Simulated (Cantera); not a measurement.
Input: 1 mol Si, a varied amount of HCl, 3 mol H2, at 477 °C and 1.50 bar.

Cantera equilibrium calculation (NASA polynomials, part measured and part estimated; ideal gas, pure solids and liquids). Candidate condensed phases: Si; 19 gas species. The tables' values for SiCl3 are old estimates; treat these amounts as uncertain. Equilibrium is a limit: real reactors are often held back by kinetics, nucleation or transport.

Q: At 2.5 mol HCl, list the 6 most abundant gas species with their mole fractions, and the condensed phases.

A: H2 0.853, SiCl4 0.0849, SiHCl3 0.0583, SiH2Cl2 0.00294, HCl 0.000563, SiH3Cl 3.30e-5. Condensed: Si(s).
